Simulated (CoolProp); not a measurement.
Properties of water along the isobar 60.9 MPa (Tc = 647.1 K, pc = 22.06 MPa, ω = 0.344).

Computed with CoolProp (reference Helmholtz-energy equation of state, Wagner 2002).

```
T (K)          phase       Z  cp (kJ/(kg K))  isothermal compressibility (1/MPa)  viscosity (µPa s)  Prandtl number
-----  -------------  ------  --------------  ----------------------------------  -----------------  --------------
470.1         liquid       …           4.240                           0.0006130                151           0.903
492.9         liquid  0.3030           4.302                                   …                136           0.840
515.7         liquid  0.2978           4.379                           0.0008186                124           0.798
538.5         liquid  0.2943           4.475                           0.0009710                114           0.772
561.3         liquid  0.2923           4.594                            0.001175                105           0.761
584.1         liquid  0.2922               …                            0.001456               97.8           0.761
606.9         liquid  0.2943           4.937                            0.001855               91.1           0.775
629.7         liquid  0.2989           5.191                            0.002445               84.7           0.803
652.5  supercritical  0.3071           5.533                            0.003357               78.5           0.849
675.3  supercritical       …           6.004                            0.004838               72.4           0.920
698.1  supercritical  0.3409               …                            0.007337               66.2            1.02
720.9  supercritical  0.3726           7.344                             0.01129               59.9            1.16
743.7  supercritical  0.4182           7.819                             0.01643               54.0            1.28
766.5  supercritical  0.4760               …                             0.02075               49.2            1.33
```

Question: Some entries are withheld; supply them.

Answer: 
- 470.1, Z: 0.3098
- 492.9, isothermal compressibility (1/MPa): 0.0007026
- 584.1, cp (kJ/(kg K)): 4.744
- 675.3, Z: 0.3202
- 698.1, cp (kJ/(kg K)): 6.639
- 766.5, cp (kJ/(kg K)): 7.655

Viscosity comes from a separate model (Huber 2009). Thermal conductivity comes from a separate model (Huber 2012).
